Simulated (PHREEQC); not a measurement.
A solution holds 0.0032 mol/kgw K2SO4 and 0.013 mol/kgw H3PO4, at 20 °C. Closed to the air; pH follows from the charge balance.

Computed with PHREEQC (ion-association model, phreeqc.dat).

This is a speciation only: nothing precipitates in the calculation.

### Question
Estimate the pH.

### Answer
pH 2.22.

### Question
In which forms is S present?

### Answer
SO4-2 72 %, HSO4- 26 %, KSO4- 1.8 % of the S.
